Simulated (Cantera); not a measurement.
Diamond growth

A diamond (100) surface in a fixed gas of H2 with x(CH4) = 0.0021, x(H) = 0.0032, x(CH3) = 4.5e-05, at 1100 K; coverages are run to steady state.

Computed with Cantera and the Harris–Goodwin 1993 mechanism for the reconstructed diamond (100) surface.

```csv
P (Pa),growth (µm/h),θ c6HH,θ c6H*,θ c6*H,θ c6**,θ c6HM
1100,0.117,0.513,0.0277,0.439,0.0175,0.00139
1900,0.279,0.513,0.0277,0.439,0.0175,0.00201
3200,0.607,0.512,0.0277,0.438,0.0175,0.00266
5500,1.28,0.512,0.0277,0.438,0.0175,0.00331
9300,2.50,0.512,0.0277,0.437,0.0175,0.00385
16000,4.75,0.511,0.0277,0.437,0.0175,0.00428
27000,8.52,0.511,0.0278,0.437,0.0175,0.00456
46000,15.1,0.511,0.0279,0.437,0.0175,0.00475
```
θ: site fractions in the mechanism's names (c6HH fully hydrogenated, c6H* and c6*H radical sites, c6** diradical, c6HM methylated).
